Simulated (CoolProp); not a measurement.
Vapour-liquid equilibrium of cyclopropane (1) + R134a (2) at 8.74 bar; x and y are mole fractions of (1).

Computed with CoolProp (multi-fluid Helmholtz-energy mixture model, Polt 1992 and Tillner-Roth 1994; pair parameters Bell 2016). This equation is an older, rougher fit; its heat capacities, sound speeds and derivatives of the liquid may be far off and weren't checked against measurements.

| x | bubble temperature, mixture model (K) | bubble temperature, Raoult's law (K) | y, mixture model | y, Raoult's law |
|---|---|---|---|---|
| 0.05 | 304.8 | 307.5 | 0.108 | 0.053 |
| 0.125 | 301.4 | 307.3 | 0.233 | 0.132 |
| 0.2 | … | 307.2 | 0.325 | 0.210 |
| 0.275 | 297.5 | 307.0 | 0.395 | 0.287 |
| 0.35 | 296.4 | 306.8 | … | 0.364 |
| 0.425 | 295.8 | 306.7 | … | 0.440 |
| 0.5 | 295.5 | 306.5 | 0.530 | 0.516 |
| 0.575 | 295.4 | 306.3 | 0.566 | 0.590 |
| 0.65 | 295.6 | 306.1 | 0.603 | 0.664 |
| 0.725 | 296.1 | 305.9 | 0.645 | 0.738 |
| 0.8 | 297.1 | 305.8 | 0.699 | 0.810 |
| 0.875 | 298.8 | 305.6 | 0.773 | 0.882 |
| 0.95 | 302.0 | 305.4 | 0.887 | 0.953 |

Task: Complete the blanks.

Result: 
- 0.2, bubble temperature, mixture model (K): 299.1
- 0.35, y, mixture model: 0.448
- 0.425, y, mixture model: 0.492

The largest gap from Raoult's law is -11.0 K in bubble temperature, at x = 0.5. y crosses x between x = 0.5 and 0.575: the model has an azeotrope there.

The pair parameters rest on a limited set of measurements; away from them the model extrapolates.
